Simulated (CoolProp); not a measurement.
A Linde-Hampson liquefier for oxygen: isothermal reversible compression at 200 K from 1 atm to 30 MPa, throttling to 1 atm, return gas leaving the recuperator 5 K below the feed. Each further row changes one setting.

The numbers come from the reference Helmholtz-energy equation of state, Schmidt 1985 in CoolProp.

```csv
case,liquid yield per pass,compression work (kJ/kg of gas)
as stated,0.361,261
high pressure 60 MPa,0.354,299
warm-end temperature 230 K,0.264,316
warm-end gap 10 K,0.352,261
```
